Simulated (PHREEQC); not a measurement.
A PHREEQC input (ion-association model, wateq4f.dat):

```
SOLUTION 1
  temp 25
  units mol/kgw
  pH 5.69
  pe 12.6
  Na 3.51
  K 0.14
  Ca 0.195
  Mg 0.0944
  Cl 1.7
  S(6) 1.69 as SO4
  Alkalinity 5.17 as HCO3
  Li 0.000175
  Sr 0.0847
  O(0) 0.000712
END
USE solution 1
EQUILIBRIUM_PHASES 1
  Gypsum 0 0
  Quartz 0 0.5
  CO2(g) -3.4 10
END
```

The run finishes without an error or a warning.

Its last state differs from that of the intended input:

```csv
quantity,as run,intended
pH,10.15,7.14
ionic strength (mol/kgw),5.16,0.000199
HCO3- (mol/kgw),0.127,8.43e-5
CO2 (mol/kgw),4.13e-6,1.36e-5
H3SiO4- (mol/kgw),0.000332,2.16e-7
CO3-2 (mol/kgw),0.411,5.71e-8
SI of Quartz (SiO2),-0.00,+0.00
```

### Question
One thing in the input isn't as intended. What explains the difference?

### Answer
One answer among several that fit: The fault: the units line changed with the numbers kept. The line should read `units mg/L` where the input has `units mol/kgw`.
